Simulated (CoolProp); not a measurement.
Properties of acetone along the isotherm 276.85 °C (Tc = 235.0 °C, pc = 4.692 MPa, ω = 0.307).

Computed with CoolProp (reference Helmholtz-energy equation of state, Lemmon 2006). It is a short technical equation, of lower accuracy than the large ones.

```tsv
p (MPa)	phase	cp (kJ/(kg K))	Joule-Thomson coefficient (K/MPa)	isothermal compressibility (1/MPa)
0.541	gas	2.038	8.989	1.916
1.08	gas	2.092	9.184	0.9979
1.62	gas	2.155	9.388	0.6943
2.17	gas	2.232	9.604	0.5439
2.71	gas	2.323	9.822	0.4591
3.25	gas	2.435	10.04	0.4063
3.79	gas	2.576	10.26	0.3728
4.33	gas	2.757	10.45	0.3528
4.87	supercritical	2.998	10.62	0.3437
5.41	supercritical	3.330	10.72	0.3447
5.96	supercritical	3.815	10.70	0.3568
6.5	supercritical	4.514	10.44	0.3796
7.04	supercritical	5.411	9.703	0.3974
```
